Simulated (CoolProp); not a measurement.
Properties of acetone along the isotherm 276.85 °C (Tc = 235.0 °C, pc = 4.692 MPa, ω = 0.307).

Values from CoolProp's reference Helmholtz-energy equation of state, Lemmon 2006. It is a short technical equation, of lower accuracy than the large ones.

| p (MPa) | phase | density (kg/m³) | cp (kJ/(kg K)) | cv (kJ/(kg K)) | isothermal compressibility (1/MPa) | fugacity coefficient |
|---|---|---|---|---|---|---|
| 0.469 | gas | 6.142 | 2.031 | 1.865 | 2.199 | 0.9704 |
| 0.938 | gas | 12.69 | 2.077 | 1.883 | ? | 0.9414 |
| 1.41 | gas | 19.74 | 2.129 | 1.902 | 0.7842 | 0.9128 |
| 1.88 | gas | 27.29 | ? | 1.922 | 0.6117 | 0.8848 |
| 2.35 | gas | 35.46 | 2.261 | 1.944 | 0.5108 | 0.8574 |
| 2.82 | gas | 44.36 | 2.344 | 1.967 | 0.4464 | ? |
| 3.28 | gas | 53.91 | 2.442 | ? | 0.4040 | 0.8046 |
| 3.75 | gas | 64.71 | 2.564 | 2.018 | 0.3748 | 0.7787 |
| 4.22 | gas | 76.81 | 2.716 | 2.047 | 0.3560 | 0.7531 |
| 4.69 | gas | 90.54 | 2.910 | 2.078 | 0.3456 | 0.7280 |
| 5.16 | supercritical | 106.4 | 3.162 | 2.110 | 0.3429 | 0.7032 |
| 5.63 | supercritical | 125.1 | 3.502 | 2.145 | 0.3481 | 0.6787 |
| 6.1 | supercritical | 147.8 | 3.972 | 2.181 | 0.3618 | 0.6546 |
| 6.57 | supercritical | 176.0 | 4.624 | 2.215 | 0.3830 | 0.6307 |
| 7.04 | supercritical | 211.7 | 5.411 | 2.239 | 0.3974 | 0.6071 |

Question: What belongs in the gaps?

Answer: 
- 0.938, isothermal compressibility (1/MPa): 1.137
- 1.88, cp (kJ/(kg K)): 2.190
- 2.82, fugacity coefficient: 0.8305
- 3.28, cv (kJ/(kg K)): 1.992
